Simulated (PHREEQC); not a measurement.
1.8 g of hydrous ferric oxide (600 m²/g; 0.2 weak and 0.005 strong sites per Fe, Dzombak-Morel constants, diffuse double layer) in 1 kg of water with 0.1 mol/kgw of an inert sodium salt and 2e-05 mol Na2SeO4, at 25 °C; the pH is set by adding NaOH or the inert anion's acid. Oxygen alone is held at its pressure in air (log pO2 = -0.68). The system is closed to CO2. No solid was allowed to form.

The series has 17 steps of pH, from 4 to 10.

Equilibrium calculation in PHREEQC: ion-association model, wateq4f.dat.

Task: Near which pH is half of the Se sorbed, and on which side is more sorbed?

Result: Near pH 6.8, with more sorbed at lower pH.

Complexes and solids missing from the database can't appear.
